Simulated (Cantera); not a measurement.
Input: 1 mol Si3H8, 17 mol H2, equilibrated at 1.05 Torr.

Equilibrium computed with Cantera from the NASA thermochemical tables; the gas is ideal and each condensed phase is pure. Candidate condensed phases: Si; 9 gas species. The feed counts by its element totals alone. Gases not in the tables: Si2H6 and higher silanes. Equilibrium is a limit: real reactors are often held back by kinetics, nucleation or transport.

log p: log10 of the partial pressure in bar; n: condensed amount in mol.

```csv
T (K),log p H2,log p H,log p Si,log p SiH,log p SiH2,n Si(s),n Si(l)
1098,-2.85,-9.03,-13.66,-13.61,-11.76,3.00,0
1148,-2.85,-8.57,-12.74,-12.84,-11.26,3.00,0
1198,-2.85,-8.15,-11.89,-12.14,-10.80,3.00,0
1248,-2.85,-7.76,-11.11,-11.49,-10.37,3.00,0
1298,-2.85,[?],[?],[?],[?],3.00,0
1348,-2.85,-7.06,-9.73,-10.34,-9.63,3.00,0
1398,-2.85,-6.75,-9.11,-9.83,-9.29,3.00,0
1448,-2.85,[?],[?],[?],[?],3.00,0
1498,-2.85,-6.19,-8.00,-8.92,-8.69,3.00,0
1548,-2.85,-5.94,-7.50,-8.50,-8.42,3.00,0
1598,-2.85,-5.70,-7.03,-8.11,-8.16,3.00,0
1648,-2.85,-5.48,-6.59,-7.75,-7.93,3.00,0
1698,-2.86,-5.27,-6.18,-7.42,-7.71,0,2.99
1748,-2.86,-5.07,-5.84,-7.14,-7.54,0,2.98
```

Task: Fill in the missing entries.

Result: 
- 1448, log p H: -6.46
- 1448, log p Si: -8.53
- 1448, log p SiH: -9.36
- 1448, log p SiH2: -8.98
- 1298, log p H: -7.40
- 1298, log p Si: -10.39
- 1298, log p SiH: -10.89
- 1298, log p SiH2: -9.99
